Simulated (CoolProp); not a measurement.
Properties of CHF3 (R23) at several states (Tc = 299.3 K, pc = 4832 kPa, ω = 0.263).

Values from CoolProp's reference Helmholtz-energy equation of state, Penoncello 2003.

```tsv
T (K)	p (kPa)	phase	density (kg/m³)	cv (kJ/(kg K))
385.5	495	gas	10.98	___
311.1	340	gas	9.416	___
206.6	1540	liquid	1389	0.7176
397.3	5700	supercritical	142.7	___
```

Problem. Fill in the missing entries.

Solution. 
- 385.5, cv (kJ/(kg K)): 0.7375
- 311.1, cv (kJ/(kg K)): 0.6373
- 397.3, cv (kJ/(kg K)): 0.7935
